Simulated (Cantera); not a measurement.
An adiabatic, constant-pressure homogeneous reactor starts with CH3OH : O2 : N2 : H2O = 1 : 0.882 : 8.29 : 0.33 (molar parts), at 1800 K and 5.10 bar. Integrator tolerance rtol = 1e-08.

Model: GRI-Mech 3.0 (53 species, 325 reactions), integrated in Cantera. GRI-Mech 3.0 was tuned for natural gas; its chemistry of methanol as a main component is partial and can be far from experiment.

Problem. What does this change do: 0.33 parts H2 added?

Solution. 
```tsv
quantity	before	after
time of steepest temperature rise	6.06 µs	5.76 µs
temperature at 0.100 s	2529 K	2511 K
equilibrium temperature	2529 K	2511 K
x(CH3OH) at 0.100 s	<1e-12 (gas-phase equilibrium <1e-12)	<1e-12 (gas-phase equilibrium <1e-12)
x(O2) at 0.100 s	8.69e-5 (gas-phase equilibrium 8.69e-5)	3.79e-5 (gas-phase equilibrium 3.79e-5)
x(H2O) at 0.100 s	0.149 (gas-phase equilibrium 0.149)	0.151 (gas-phase equilibrium 0.151)
x(H2) at 0.100 s	0.0486 (gas-phase equilibrium 0.0486)	0.0686 (gas-phase equilibrium 0.0686)
x(CH3) at 0.100 s	3.33e-12 (gas-phase equilibrium 3.79e-12)	8.32e-12 (gas-phase equilibrium 9.44e-12)
x(NO) at 0.100 s	0.000469 (gas-phase equilibrium 0.000469)	0.000296 (gas-phase equilibrium 0.000296)
```
